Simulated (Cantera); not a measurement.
A freely propagating, adiabatic, planar premixed flame of CH₄ : CO : O₂ : N₂ = 1 : 0.055 : 1.56 : 7.02 (molar parts), unburnt at 350 K and 7500 Torr; mixture-averaged transport, grid criteria slope 0.08 and curve 0.16, no radiation.

Computed with Cantera and GRI-Mech 3.0 (53 species, 325 reactions). Burning velocities carry a grid error of a few per cent, more on coarse grids.

Task: What does this change do: O2 1.56 to 1.2 parts?

Result: 
```
quantity                     before      after
------------------------  ---------  ---------
laminar burning velocity  6.04 cm/s  1.92 cm/s
thermal thickness          0.261 mm   0.716 mm
peak x(C₂H₂)                0.00162    0.00562
peak x(H₂O₂)                6.53e-5   0.000104
```
